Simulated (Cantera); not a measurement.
Input: 1 mol AlN, 2.2 mol H2O, held at 2100 K and 0.100 bar.

Method: chemical equilibrium by Gibbs-energy minimisation in Cantera with the NASA 1993 tables (ideal gas, pure condensed phases). Candidate condensed phases: Al, AlN, Al2O3, H2O; 35 gas species. Gases not in the tables: Al(OH)3. Rates play no part.

Base state: H2 0.550, H2O 0.258, N2 0.184, H 0.00731, OH 0.000408 (mole fractions); condensed: Al2O3(s).

Task: What changes in the equilibrium state with this change: temperature from 2100 K to 1748.15 K?

Result: 
| species | before | after |
|---|---|---|
| H2 | 0.550 | 0.555 |
| H2O | 0.258 | 0.259 |
| N2 | 0.184 | 0.185 |
| H | 0.00731 | 0.000539 |
| OH | 0.000408 | 1.47e-5 |
| Al2O3(s), mol | 0.500 | 0.500 |
